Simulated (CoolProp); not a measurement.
Vapour-liquid equilibrium of methanol (1) + hexamethyldisiloxane (MM) (2) at 31.35 °C; x and y are mole fractions of (1).

The numbers come from the multi-fluid Helmholtz-energy mixture model, de Reuck 1993 and Thol 2016; pair parameters Bell 2016 in CoolProp.

Question: Give the bubble pressure and the first vapour's composition at x = 0.65, 0.8, 0.875. Is there an azeotrope?

Answer: x = 0.65: 0.02510 MPa, y = 0.785; x = 0.8: 0.02524 MPa, y = 0.805; x = 0.875: 0.02511 MPa, y = 0.841. y crosses x between x = 0.8 and 0.875: the model has an azeotrope there.

Pair parameters are fitted to limited data, so mixtures are less certain than the pure fluids. With so large a gap from Raoult's law the liquid may split in two, which this calculation doesn't test in full.
